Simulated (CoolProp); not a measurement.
n-perfluorohexane at several states: Z from the reference equation and from simpler models built on Tc = 174.9 °C, pc = 17.42 bar, ω = 0.497; each cubic takes its own stable root.

Values from CoolProp's reference Helmholtz-energy equation of state, Gao 2022.

```tsv
T (°C)	p (bar)	phase	reference
37.65	0.837	liquid	0.006681
-33.15	0.376	liquid	0.003464
108.25	0.151	gas	0.9947
54.65	89.9	liquid	0.6818
```

Problem. How far does each simpler model (van der Waals, Redlich-Kwong, Soave-Redlich-Kwong, Peng-Robinson) lie from the reference over these 4 states: mean and median of the absolute difference, and the worst?

Solution. 
- van der Waals: mean 10597.8 %, median 7206.8 %, worst +27977.4 % at -33.15 °C and 0.376 bar
- Redlich-Kwong: mean 3550.7 %, median 19.9 %, worst +14162.8 % at 37.65 °C and 0.837 bar
- Soave-Redlich-Kwong: mean 11.1 %, median 14.0 %, worst +16.2 % at -33.15 °C and 0.376 bar
- Peng-Robinson: mean 1.4 %, median 1.2 %, worst +3.4 % at -33.15 °C and 0.376 bar

At some of these states van der Waals, Redlich-Kwong gives the other phase, because its saturation line lies elsewhere.
